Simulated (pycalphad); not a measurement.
**Phase fractions of Ti-0.56Si (at.%)**

All values are pycalphad results on the COST 507 light-alloy database (1999) (1 atm), not direct measurements. These are 1990s assessments: newer ones move some temperatures and phases. Amounts are mole fractions of atoms. Diffusion is slow at the low end, where real alloys seldom reach equilibrium.

```
T (K)  liquid    bcc    hcp  SITI3
-----  ------  -----  -----  -----
2000    1.000      -      -      -
1900    0.127  0.873      -      -
1800        -  1.000      -      -
1200        -  1.000      -      -
1100        -      -  0.997  0.003
1000        -      -      …      …
900         -      -  0.994  0.006
800         -      -  0.993  0.007
700         -      -  0.991  0.009
600         -      -      …      …
500         -      -  0.987  0.013
```

**Question.** Some entries are withheld; supply them.

**Answer.** 
- 1000, hcp: 0.996
- 1000, SITI3: 0.004
- 600, hcp: 0.989
- 600, SITI3: 0.011

Database names, with the compositions (at.%) that they take in these runs: SITI3: Ti 75 Si 25.
